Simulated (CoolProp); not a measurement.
Vapour-liquid equilibrium of CHF3 (R23) (1) + R143a (2) at 270.3 K; x and y are mole fractions of (1).

Values from CoolProp's multi-fluid Helmholtz-energy mixture model, Penoncello 2003 and Lemmon and Jacobsen 2000; pair parameters Bell 2016.

```tsv
x	bubble pressure, mixture model (MPa)	bubble pressure, Raoult's law (MPa)	y, mixture model	y, Raoult's law
0.05	0.6305	0.6536	0.131	0.177
0.15	0.7727	0.8277	0.342	0.418
0.25	0.9299	1.002	0.500	0.576
0.35	1.098	1.176	0.618	0.687
0.45	1.272	1.350	0.709	0.769
0.55	1.450	1.524	0.780	0.833
0.65	1.630	1.698	0.839	0.883
0.75	1.814	1.872	0.889	0.924
0.85	2.003	2.047	0.934	0.958
0.95	2.203	2.221	0.978	0.987
```

The largest gap from Raoult's law is -7.2 % in bubble pressure, at x = 0.25. No azeotrope shows between x = 0.05 and 0.95.

Pair parameters are fitted to limited data, so mixtures are less certain than the pure fluids.
